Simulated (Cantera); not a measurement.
An adiabatic, constant-pressure homogeneous reactor starts with CH4 : C2H6 : O2 : N2 = 1 : 0.086 : 7.67 : 28.8 (molar parts), equivalence ratio 0.30, at 1750 K and 1.00 atm.

Computed with Cantera and GRI-Mech 3.0 (53 species, 325 reactions).

One state of this run: T (K) = 2345; x CH4 = <1e-12; x C2H6 = <1e-12; x O2 = 0.140; x CO2 = 0.0298; x CO = 0.00123; x C2H = <1e-12; x H2O = 0.0564. x: mole fraction; the columns are a selection and need not sum to one.

### Question
Which value of t (s) does it belong to?
A. 6.77e-6
B. 1.53e-5
C. 0.00202
D. 3.45e-5

### Answer
C, 0.00202
